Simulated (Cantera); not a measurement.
**Premixed flame**

A freely propagating, adiabatic, planar premixed flame of CH4 : O2 : N2 = 1 : 2.7 : 10.2 (molar parts), unburnt at 373 K and 0.128 atm; mixture-averaged transport, grid criteria slope 0.08 and curve 0.16, no radiation.

Detailed kinetics in Cantera: GRI-Mech 3.0 (53 species, 325 reactions). Burning velocities carry a grid error of a few per cent, more on coarse grids.

```csv
z (mm),T (K),u (m/s),x CH4,x O2,x C2H,x CH2CO,x H2O,x C2H4
-8.07,373,0.641,0.0719,0.194,<1e-8,<1e-8,3.54e-6,<1e-8
-5.38,373,0.642,0.0718,0.194,<1e-8,<1e-8,5.31e-5,<1e-8
-4.04,376,0.647,0.0716,0.194,<1e-8,<1e-8,0.000360,6.71e-8
-2.69,409,0.706,0.0697,0.191,<1e-8,1.72e-8,0.00406,1.88e-6
-1.35,727,1.27,0.0527,0.168,<1e-8,1.78e-6,0.0360,4.35e-5
-0.673,1086,1.91,0.0308,0.136,<1e-8,1.27e-5,0.0712,0.000116
0,1433,2.54,0.00844,0.0961,<1e-8,2.38e-5,0.107,8.26e-5
0.673,1573,2.79,0.000842,0.0724,<1e-8,4.57e-6,0.123,5.24e-6
1.35,1608,2.84,4.86e-5,0.0639,<1e-8,2.13e-7,0.126,9.55e-8
2.69,1642,2.89,1.87e-7,0.0588,<1e-8,<1e-8,0.126,<1e-8
5.38,1687,2.96,<1e-8,0.0561,<1e-8,<1e-8,0.127,<1e-8
10.8,1744,3.04,<1e-8,0.0546,<1e-8,<1e-8,0.129,<1e-8
21.5,1808,3.14,<1e-8,0.0532,<1e-8,<1e-8,0.133,<1e-8
```
x: mole fraction of selected species; z is measured from the peak of heat release.

```
Item                         Result
------------------------  ---------
laminar burning velocity  64.1 cm/s
thermal thickness           2.69 mm
peak x(C2H)                   <1e-8
peak x(CH2CO)               2.50e-5
peak x(C2H4)               0.000131
grid points                     153
```
